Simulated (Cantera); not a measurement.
Feed: 1 mol Cr, 0.31 mol N2O, 56 mol H2, at 1500 K and 0.133 bar.

These are equilibrium values from Cantera (NASA tables, ideal gas, pure condensed phases), not measurements of a reactor. Candidate condensed phases: Cr, CrN, Cr2N, Cr2O3, H2O; 29 gas species. Mutual solubility and eutectic melting of coexisting phases are not modelled. Equilibrium is a limit: real reactors are often held back by kinetics, nucleation or transport.

Base state: H2 0.993, N2 0.00550, H2O 0.00123, H 4.80e-5 (mole fractions); condensed: Cr(s) + Cr2O3(s).

Question: What changes in the equilibrium state with this change: Cr replaced by Zr?

Answer: 
```tsv
species	before	after
H2	0.993	1.000
H	4.80e-5	4.82e-5
H2O	0.00123	3.20e-9
N2	0.00550	<1e-9
Cr(s), mol	0.839	0
Cr2O3(s), mol	0.0802	0
Zr(β), mol	0	0.225
ZrN(s), mol	0	0.620
ZrO2(tetragonal), mol	0	0.155
```
ZrN: taken at fixed stoichiometry. Condensed phases not in the tables: solid solutions among these carbides, nitrides and lower oxides, N, O or C dissolved in the metal. Further candidate phases: Zr, ZrN, ZrO2.

Question: What changes in the equilibrium state with this change: temperature from 1500 K to 2873 K?

Answer: 
| species | before | after |
|---|---|---|
| H2 | 0.993 | 0.729 |
| H | 4.80e-5 | 0.246 |
| Cr | 4.22e-6 | 0.0152 |
| OH | 1.70e-9 | 0.000417 |
| O | <1e-9 | 8.74e-5 |
| Cr(s), mol | 0.839 | 0 |
| Cr2O3(s), mol | 0.0802 | 0 |
